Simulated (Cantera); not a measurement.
## Si + H2O + H2 + O2 (thermal oxidation and active oxidation of silicon)

Feed: 1 mol Si, 2 mol H2O, 330 mol H2, 0.22 mol O2, equilibrated at 1450 K.

Cantera equilibrium calculation (NASA polynomials, part measured and part estimated; ideal gas, pure solids and liquids). Candidate condensed phases: H2O, Si, SiO2; 18 gas species. The tables hold silica as quartz up to 1696 K and as liquid above; real silica turns to tridymite and cristobalite and melts near 1996 K. Gases not in the tables: Si(OH)4. Kinetics and transport are ignored.

From 0.100 Pa to 0.750 Pa nothing is condensed. From 5.60 Pa to 10.0 bar the condensed part is SiO2(β-quartz).

```
P (Pa)    x H2       x H    x H2O     x SiO  n SiO2(β-quartz)
-------  -----  --------  -------  --------  ----------------
0.100    0.983   0.00938  0.00430   0.00299                 0
0.750    0.989   0.00343  0.00432   0.00300                 0
5.60     0.993   0.00126  0.00335   0.00203             0.324
42       0.997  0.000461  0.00182  0.000499             0.834
320      0.998  0.000167  0.00141   8.48e-5             0.972
2400     0.999   6.10e-5  0.00134   1.19e-5             0.996
18000    0.999   2.23e-5  0.00133   1.60e-6             0.999
130000   0.999   8.29e-6  0.00133   2.22e-7             1.000
1000000  0.999   2.99e-6  0.00133   2.89e-8             1.000
```
x: gas mole fraction; n: condensed amount in mol.
